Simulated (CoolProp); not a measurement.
Vapour-liquid equilibrium of ethanol (1) + cyclohexane (2) at 3.36 bar; x and y are mole fractions of (1).

Computed with CoolProp (multi-fluid Helmholtz-energy mixture model, Schroeder 2014 and Zhou 2014; pair parameters Bell 2016).

```tsv
x	bubble temperature, mixture model (K)	bubble temperature, Raoult's law (K)	y, mixture model	y, Raoult's law
0.05	[?]	398.6	[?]	0.075
0.125	383.6	397.0	[?]	0.178
0.2	380.2	395.6	0.447	0.274
0.275	378.5	394.3	[?]	0.362
0.35	377.7	393.0	0.516	0.444
0.425	377.3	391.9	0.535	0.521
0.5	377.1	390.9	0.551	0.593
0.575	377.0	389.9	0.568	0.662
0.65	377.1	389.0	[?]	0.728
0.725	377.6	388.2	0.626	0.791
0.8	378.5	387.4	0.679	0.851
0.875	380.2	386.6	[?]	0.908
0.95	382.9	385.9	[?]	0.964
```

### Question
Complete the blanks.

### Answer

- 0.05, bubble temperature, mixture model (K): 390.7
- 0.05, y, mixture model: 0.212
- 0.125, y, mixture model: 0.369
- 0.275, y, mixture model: 0.490
- 0.65, y, mixture model: 0.591
- 0.875, y, mixture model: 0.761
- 0.95, y, mixture model: 0.885

The largest gap from Raoult's law is -15.8 K in bubble temperature, at x = 0.275. y crosses x between x = 0.5 and 0.575: the model has an azeotrope there.

The pair parameters rest on a limited set of measurements; away from them the model extrapolates.
